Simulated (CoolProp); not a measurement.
A single-stage vapour-compression cycle with n-perfluorobutane: evaporating at 255.15 K (dew point), condensing at 291.15 K (bubble point), superheat 5 K, subcooling 8 K, compressor efficiency 0.7, no pressure losses. Each further row changes one setting.

Model: reference Helmholtz-energy equation of state, Gao 2022, in CoolProp.

| case | cooling COP | pressure ratio | discharge temperature (K) | refrigerating effect (kJ/kg) | volumetric capacity (kJ/m³) |
|---|---|---|---|---|---|
| as stated | 4.26 | 4.18 | 291.1 | 75.9 | 435 |
| evaporating temperature 260.15 K | 5.25 | 3.33 | 291.1 | 79.8 | 567 |
| condensing temperature 286.15 K | 5.17 | 3.52 | 286.2 | 81.5 | 467 |
| subcooling 13 K | 4.58 | 4.18 | 291.1 | 81.5 | 467 |
| superheat 15 K | 4.44 | 4.18 | 295.0 | 84.1 | 463 |
| compressor efficiency 0.6 | 3.65 | 4.18 | 291.1 | 75.9 | 435 |

The compression ends wet for: as stated; evaporating temperature 260.15 K; condensing temperature 286.15 K; subcooling 13 K; compressor efficiency 0.6.
